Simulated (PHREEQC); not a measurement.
A column of 0.5 m (40 cells, dispersivity 0.04 m, 720 s a shift, diffusion coefficient 3e-10 m²/s) holds 0.0049 eq of the database's cation exchanger X per kg of pore water, first in equilibrium with 0.0011 mol/kgw MgCl2, 0.0017 mol/kgw MnCl2 and 1e-05 mol/kgw HCl. It is flushed with 0.01 mol NaCl and 1e-05 mol HCl per kg of water, at 15 °C. Values are for the last cell. The system is closed to CO2. Nothing may precipitate in this run.

Base run: PHREEQC, ion-association model, phreeqc.dat. Each further column changes one thing. The table gives Na in solution (mol/kgw).

```tsv
pore volumes	base	exchange capacity from 0.0049 to 0.0024 eq/kgw	dispersivity from 0.04 to 0.08 m
0	0	0	0
0.2125	4.00e-8	5.79e-8	8.43e-6
0.5125	0.000419	0.000488	0.00118
0.7125	0.00194	?	0.00292
0.9125	0.00399	0.00436	0.00464
1.212	0.00654	0.00697	0.00660
1.413	0.00761	0.00803	0.00747
1.613	0.00831	0.00868	0.00809
1.812	0.00875	0.00908	0.00853
2.112	0.00914	0.00941	0.00895
2.312	0.00929	0.00953	0.00914
2.513	0.00940	?	?
2.812	0.00951	0.00970	0.00942
3.013	0.00956	0.00973	0.00949
```

What belongs in the gaps?


- 0.7125, exchange capacity from 0.0049 to 0.0024 eq/kgw: 0.00216
- 2.513, exchange capacity from 0.0049 to 0.0024 eq/kgw: 0.00961
- 2.513, dispersivity from 0.04 to 0.08 m: 0.00928
